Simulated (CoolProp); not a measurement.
A Linde-Hampson liquefier for CF4 (R14): isothermal reversible compression at 280 K from 1 atm to 10 MPa, throttling to 1 atm, return gas leaving the recuperator 5 K below the feed. Each further row changes one setting.

Computed with CoolProp (reference Helmholtz-energy equation of state, Platzer 1990). This equation is an older, rougher fit; its heat capacities, sound speeds and derivatives of the liquid may be far off and weren't checked against measurements.

```csv
case,liquid yield per pass,compression work (kJ/kg of gas)
as stated,___,109
high pressure 20 MPa,___,___
warm-end temperature 310 K,___,___
warm-end gap 10 K,0.223,109
```

Problem. What belongs in the gaps?

Solution. 
- as stated, liquid yield per pass: 0.236
- high pressure 20 MPa, liquid yield per pass: 0.320
- high pressure 20 MPa, compression work (kJ/kg of gas): 121
- warm-end temperature 310 K, liquid yield per pass: 0.150
- warm-end temperature 310 K, compression work (kJ/kg of gas): 126
